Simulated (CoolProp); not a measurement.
Vapour-liquid equilibrium of methanol (1) + m-xylene (2) at 215 kPa; x and y are mole fractions of (1).

The numbers come from the multi-fluid Helmholtz-energy mixture model, de Reuck 1993 and Zhou 2012; pair parameters Bell 2016 in CoolProp.

```json
[
 {"x": "0.05", "bubble temperature (°C)": "126.6", "y at the bubble point": "0.662", "dew temperature at overall composition x (°C)": "167.1", "liquid density (mol/L)": "7.468"},
 {"x": "0.15", "bubble temperature (°C)": "100.2", "y at the bubble point": "0.856", "dew temperature at overall composition x (°C)": "162.0", "liquid density (mol/L)": "8.285"},
 {"x": "0.25", "bubble temperature (°C)": "93.3", "y at the bubble point": "0.890", "dew temperature at overall composition x (°C)": "156.6", "liquid density (mol/L)": "9.027"},
 {"x": "0.35", "bubble temperature (°C)": "91.0", "y at the bubble point": "0.900", "dew temperature at overall composition x (°C)": "150.8", "liquid density (mol/L)": "9.844"},
 {"x": "0.45", "bubble temperature (°C)": "90.2", "y at the bubble point": "0.904", "dew temperature at overall composition x (°C)": "144.3", "liquid density (mol/L)": "10.80"},
 {"x": "0.55", "bubble temperature (°C)": "89.8", "y at the bubble point": "0.907", "dew temperature at overall composition x (°C)": "136.8", "liquid density (mol/L)": "11.96"},
 {"x": "0.65", "bubble temperature (°C)": "89.1", "y at the bubble point": "0.912", "dew temperature at overall composition x (°C)": "127.9", "liquid density (mol/L)": "13.41"},
 {"x": "0.75", "bubble temperature (°C)": "88.2", "y at the bubble point": "0.922", "dew temperature at overall composition x (°C)": "116.7", "liquid density (mol/L)": "15.23"},
 {"x": "0.85", "bubble temperature (°C)": "87.0", "y at the bubble point": "0.941", "dew temperature at overall composition x (°C)": "101.4", "liquid density (mol/L)": "17.60"},
 {"x": "0.95", "bubble temperature (°C)": "85.6", "y at the bubble point": "0.975", "dew temperature at overall composition x (°C)": "86.5", "liquid density (mol/L)": "20.73"}
]
```

No azeotrope shows between x = 0.05 and 0.95.

Pair parameters are fitted to limited data, so mixtures are less certain than the pure fluids. With so large a gap from Raoult's law the liquid may split in two, which this calculation doesn't test in full.
